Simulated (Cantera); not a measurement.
A closed system holds: 1 mol Pb, 0.93 mol CO, 0.2 mol H2, equilibrated at 500 °C and 0.133 bar.

Equilibrium computed with Cantera from the NASA thermochemical tables; the gas is ideal and each condensed phase is pure. Equilibrium is a limit: real reactors are often held back by kinetics, nucleation or transport.

```json
[
 {"species": "CO2", "before": "0.571", "after": "0.540"},
 {"species": "H2", "before": "0.157", "after": "0.175"},
 {"species": "CO", "before": "0.133", "after": "0.172"},
 {"species": "H2O", "before": "0.132", "after": "0.107"},
 {"species": "CH4", "before": "0.00693", "after": "0.00487"},
 {"species": "C(graphite), mol", "before": "0.460", "after": "0.440"},
 {"species": "Pb(l), mol", "before": "1.00", "after": "1.00"}
]
```
Gas species are given as mole fractions.

Problem. Name the change that produced these shifts.
A) pressure from 0.133 bar to 75.0 mbar
B) CO from 0.93 to 0.11 mol
C) pressure from 0.133 bar to 21.0 Pa
D) Pb replaced by PbO

Solution. A, pressure from 0.133 bar to 75.0 mbar
